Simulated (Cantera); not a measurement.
## Carbothermic reduction: Cu2O + CO + N2

A closed system holds: 1 mol Cu2O, 3.1 mol CO, 0.14 mol N2, equilibrated at 0.00320 bar.

Equilibrium computed with Cantera from the NASA thermochemical tables; the gas is ideal and each condensed phase is pure. Candidate condensed phases: C, Cu, CuO, Cu2O; 27 gas species. Rates play no part.

```tsv
T (K)	x CO	x Cu	x CO2	x N2	n Cu(s)	n Cu(l)
1200	0.648	3.84e-6	0.309	0.0432	2.00	0
1300	0.648	4.93e-5	0.309	0.0432	2.00	0
1400	0.648	0.000422	0.309	0.0432	0	2.00
1500	0.646	0.00257	0.308	0.0431	0	1.99
1600	0.640	0.0124	0.305	0.0427	0	1.96
1700	0.616	0.0496	0.293	0.0411	0	1.83
1800	0.538	0.169	0.256	0.0359	0	1.34
1900	0.401	0.380	0.191	0.0267	0	0
2000	0.401	0.381	0.190	0.0267	0	0
```
x: gas mole fraction; n: condensed amount in mol.

From 1200 K to 1300 K the condensed part is Cu(s). From 1400 K to 1800 K the condensed part is Cu(l). From 1900 K to 2000 K nothing is condensed. The main Cu-bearing gas is Cu throughout.
